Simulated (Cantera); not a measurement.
A perfectly stirred reactor is fed with C₂H₆ : O₂ : N₂ : H₂O = 1 : 8.14 : 30.6 : 9.5 (molar parts), equivalence ratio 0.43, at 1880 Torr; it is adiabatic with a 473 K inlet, and is followed from long to short residence time, starting on the burning branch (τ in s: 0.047, 0.016, 0.0052, 0.0018, 0.00059, 0.0002, 6.6e-05, 2.2e-05, 7.3e-06).

Cantera simulation using GRI-Mech 3.0 (53 species, 325 reactions); the numbers are that mechanism's predictions, not measurements.

Task: What does this change do: 0.24 parts CO2 added?

Result: 
```json
[
 {"quantity": "blow-out, bracketed by the residence times tried", "before": "burning at 47.0 ms, out at 16.0 ms", "after": "not reached"},
 {"quantity": "x(C₂H₆) at τ = 47.0 ms", "before": "0.000161", "after": "0.0202"},
 {"quantity": "x(O₂) at τ = 47.0 ms", "before": "0.0992", "after": "0.165"},
 {"quantity": "x(H₂O) at τ = 47.0 ms", "before": "0.248", "after": "0.192"},
 {"quantity": "x(CH₄) at τ = 47.0 ms", "before": "2.25e-5", "after": "<1e-12"},
 {"quantity": "x(NO) at τ = 47.0 ms", "before": "1.37e-9", "after": "<1e-12"},
 {"quantity": "x(C₂H₆) at τ = 0.590 ms", "before": "0.0203", "after": "0.0202"},
 {"quantity": "x(O₂) at τ = 0.590 ms", "before": "0.165", "after": "0.165"},
 {"quantity": "x(H₂O) at τ = 0.590 ms", "before": "0.193", "after": "0.192"},
 {"quantity": "x(CH₄) at τ = 0.590 ms", "before": "<1e-12", "after": "<1e-12"},
 {"quantity": "x(NO) at τ = 0.590 ms", "before": "<1e-12", "after": "<1e-12"},
 {"quantity": "state", "before": "not reached", "after": "not burning at any residence time tried"}
]
```

Task: What does this change do: inlet temperature 473 to 550 K?

Result: 
```
quantity                                                                      before                               after
------------------------------------------------  ----------------------------------  ----------------------------------
blow-out, bracketed by the residence times tried  burning at 47.0 ms, out at 16.0 ms  burning at 16.0 ms, out at 5.20 ms
x(C₂H₆) at τ = 47.0 ms                                                      0.000161                             1.96e-5
x(O₂) at τ = 47.0 ms                                                          0.0992                              0.0943
x(H₂O) at τ = 47.0 ms                                                          0.248                               0.251
x(CH₄) at τ = 47.0 ms                                                        2.25e-5                             2.25e-6
x(NO) at τ = 47.0 ms                                                         1.37e-9                             4.09e-8
x(C₂H₆) at τ = 0.590 ms                                                       0.0203                              0.0203
x(O₂) at τ = 0.590 ms                                                          0.165                               0.165
x(H₂O) at τ = 0.590 ms                                                         0.193                               0.193
x(CH₄) at τ = 0.590 ms                                                        <1e-12                              <1e-12
x(NO) at τ = 0.590 ms                                                         <1e-12                              <1e-12
```
